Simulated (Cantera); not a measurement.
A closed system holds: 1 mol B2O3, 0.21 mol O2, 1 mol H2, held at 18.0 mbar.

Cantera equilibrium calculation (NASA polynomials, part measured and part estimated; ideal gas, pure solids and liquids). Candidate condensed phases: B, B2O3, B3O3H3, H2O; 23 gas species. The numbers say what is thermodynamically allowed, not how fast it happens.

### Question
At 1725 K, list the 5 most abundant gas species with their mole fractions, and the condensed phases.

### Answer
H2 0.433, HBO2 0.367, H2O 0.133, B2O3 0.0640, HBO 0.00219. Condensed: B2O3(l).
